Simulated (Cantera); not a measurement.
Feed: 1 mol N2O, 0.017 mol SO2, at 1.40 bar.

These are equilibrium values from Cantera (NASA tables, ideal gas, pure condensed phases), not measurements of a reactor. Candidate condensed phases: S; 17 gas species. Equilibrium is a limit: real reactors are often held back by kinetics, nucleation or transport.

x: gas mole fraction; nothing condenses.

```
T (K)   x N2   x O2      x NO   x SO2       x O  x SO3
-----  -----  -----  --------  ------  --------  -----
1300   0.659  0.329  0.000453  0.0104   8.58e-8    ___
1400   0.659  0.329  0.000829  0.0107   4.59e-7    ___
1500   0.659  0.329   0.00140  0.0109   1.97e-6    ___
1600   0.658  0.328   0.00221  0.0110   7.02e-6    ___
1700   0.658  0.328   0.00331  0.0111   2.16e-5    ___
1800   0.657  0.327   0.00474  0.0111   5.88e-5    ___
1900   0.656  0.326   0.00652  0.0111  0.000144    ___
2000   0.655  0.325   0.00869  0.0112  0.000322    ___
2100   0.653  0.324    0.0112  0.0112  0.000668    ___
2200   0.652  0.322    0.0142  0.0112   0.00130    ___
2300   0.650  0.319    0.0176  0.0111   0.00237    ___
2400   0.647  0.316    0.0213  0.0111   0.00412    ___
2500   0.644  0.312    0.0254  0.0111   0.00685    ___
2600   0.641  0.308    0.0297  0.0110    0.0109    ___
```

Task: Fill in the missing entries.

Result: 
- 1300, x SO3: 0.000858
- 1400, x SO3: 0.000471
- 1500, x SO3: 0.000277
- 1600, x SO3: 0.000173
- 1700, x SO3: 0.000115
- 1800, x SO3: 7.92e-5
- 1900, x SO3: 5.69e-5
- 2000, x SO3: 4.23e-5
- 2100, x SO3: 3.23e-5
- 2200, x SO3: 2.53e-5
- 2300, x SO3: 2.02e-5
- 2400, x SO3: 1.64e-5
- 2500, x SO3: 1.35e-5
- 2600, x SO3: 1.12e-5
